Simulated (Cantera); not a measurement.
A freely propagating, adiabatic, planar premixed flame of CH4 : O2 : N2 : CO2 = 1 : 2.94 : 11.1 : 2.4 (molar parts), equivalence ratio 0.68, unburnt at 598 K and 3750 Torr; mixture-averaged transport, grid criteria slope 0.08 and curve 0.16, no radiation.

Detailed kinetics in Cantera: GRI-Mech 3.0 (53 species, 325 reactions). Burning velocities carry a grid error of a few per cent, more on coarse grids.

### Question
How do the results move with these cheaper or finer settings: unity-Lewis-number transport; multicomponent transport; multicomponent+Soret transport; grid criteria slope 0.5, curve 1; grid criteria slope 0.25, curve 0.5; grid criteria slope 0.03, curve 0.06?

### Answer
```tsv
setting	laminar burning velocity	thermal thickness	peak x(CH2O)	peak x(H)	grid points
as above	13.3 cm/s	0.336 mm	0.000857	0.000132	133
unity-Lewis-number transport	13.2 cm/s	0.321 mm	0.000703	0.000174	125
multicomponent transport	13.5 cm/s	0.337 mm	0.000862	0.000135	133
multicomponent+Soret transport	13.3 cm/s	0.340 mm	0.000854	0.000132	134
grid criteria slope 0.5, curve 1	14.3 cm/s	0.360 mm	0.000869	0.000128	33
grid criteria slope 0.25, curve 0.5	13.9 cm/s	0.346 mm	0.000862	0.000132	53
grid criteria slope 0.03, curve 0.06	13.1 cm/s	0.330 mm	0.000857	0.000135	302
```
The base run took very roughly 17 core-seconds.
Unity Lewis numbers drop preferential diffusion, which matters most where H2 and H carry the flame; Soret adds thermal diffusion.
